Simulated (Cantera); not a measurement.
A Cantera script and its output.

```python
import numpy as np
import cantera as ct

gas = ct.Solution("gri30.yaml")
gas.TPX = 398, 500000, {'CH4': 1, 'CO': 0.53, 'O2': 2.27, 'N2': 8.52, 'H2O': 0.63}
inlet = ct.Reservoir(gas, clone=True)
gas.equilibrate("HP")  # start burning
reactor = ct.IdealGasConstPressureReactor(gas, energy="on", clone=False)
exhaust = ct.Reservoir(gas, clone=True)
tau = [0.083, 0.044, 0.023, 0.013, 0.0067, 0.0035, 0.0019, 0.001, 0.00054, 0.00029, 0.00015, 8.1e-05][0]
for a, b in ((inlet, reactor), (reactor, exhaust)):
    ct.MassFlowController(a, b, mdot=lambda t: reactor.mass / tau)
net = ct.ReactorNet([reactor])
show = ['CH4', 'CO', 'O2', 'H', 'C2H', 'CH2CO', 'NO']

rows = []
print(f"{'tau/s':>10s}{'T/K':>9s}" + "".join(f"{s:>11s}" for s in show))
for tau in [0.083, 0.044, 0.023, 0.013, 0.0067, 0.0035, 0.0019, 0.001, 0.00054, 0.00029, 0.00015, 8.1e-05]:
    net.initial_time = 0.0
    net.advance(30 * tau)
    before = gas.X
    net.advance(40 * tau)
    drift = np.max(np.abs(gas.X - before) / (gas.X + 1e-9))
    rows.append([gas.T, *gas[show].X, drift])
    print(f"{tau:10.3e}{gas.T:9.1f}" + "".join(f"{x:11.3e}" for x in gas[show].X))
```

Output:

```
     tau/s      T/K        CH4         CO         O2          H        C2H      CH2CO         NO
 8.300e-02   2256.6  1.664e-06  7.647e-03  4.325e-03  1.924e-04  1.001e-12  1.011e-09  1.101e-03
 4.400e-02   2254.1  2.958e-06  7.939e-03  4.615e-03  2.083e-04  3.093e-12  1.947e-09  8.693e-04
 2.300e-02   2249.2  5.190e-06  8.452e-03  5.033e-03  2.363e-04  9.184e-12  3.857e-09  6.591e-04
 1.300e-02   2242.4  8.297e-06  9.144e-03  5.533e-03  2.760e-04  2.232e-11  7.095e-09  5.148e-04
 6.700e-03   2230.7  1.389e-05  1.029e-02  6.310e-03  3.489e-04  5.716e-11  1.439e-08  3.942e-04
 3.500e-03   2214.7  2.245e-05  1.182e-02  7.314e-03  4.608e-04  1.307e-10  2.834e-08  3.128e-04
 1.900e-03   2195.2  3.481e-05  1.365e-02  8.509e-03  6.181e-04  2.644e-10  5.234e-08  2.573e-04
 1.000e-03   2169.4  5.501e-05  1.601e-02  1.006e-02  8.578e-04  5.211e-10  9.683e-08  2.120e-04
 5.400e-04   2139.0  8.603e-05  1.873e-02  1.187e-02  1.182e-03  9.580e-10  1.708e-07  1.752e-04
 2.900e-04   2102.0  1.377e-04  2.200e-02  1.409e-02  1.620e-03  1.729e-09  3.012e-07  1.419e-04
 1.500e-04   2054.4  2.358e-04  2.625e-02  1.703e-02  2.206e-03  3.233e-09  5.669e-07  1.088e-04
 8.100e-05   1999.2  4.171e-04  3.143e-02  2.071e-02  2.792e-03  5.997e-09  1.129e-06  7.882e-05
```

Model: GRI-Mech 3.0 (53 species, 325 reactions), integrated in Cantera.
